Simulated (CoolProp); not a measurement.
500 sccm (0 °C, 1 atm) of nitrogen bubbles through liquid n-octane at 354.3 K and leaves saturated at a total pressure of 0.101 MPa (ideal gas phase). Each further row changes one setting.

Values from CoolProp's reference Helmholtz-energy equation of state, Beckmüller 2019.

```json
[
 {"case": "as stated", "vapour pressure (kPa)": "24.4", "mole fraction of vapour": "0.241", "delivery (mg/min)": "810", "delivery (sccm)": "159", "change of delivery for a bath 1 K warmer (%)": "5.0"},
 {"case": "bath temperature 359.3 K", "vapour pressure (kPa)": "[?]", "mole fraction of vapour": "[?]", "delivery (mg/min)": "1040", "delivery (sccm)": "204", "change of delivery for a bath 1 K warmer (%)": "[?]"},
 {"case": "total pressure 0.202 MPa", "vapour pressure (kPa)": "24.4", "mole fraction of vapour": "[?]", "delivery (mg/min)": "350", "delivery (sccm)": "[?]", "change of delivery for a bath 1 K warmer (%)": "4.3"}
]
```

Task: Fill in the missing entries.

Result: 
- bath temperature 359.3 K, vapour pressure (kPa): 29.2
- bath temperature 359.3 K, mole fraction of vapour: 0.289
- bath temperature 359.3 K, change of delivery for a bath 1 K warmer (%): 5.2
- total pressure 0.202 MPa, mole fraction of vapour: 0.121
- total pressure 0.202 MPa, delivery (sccm): 68.6
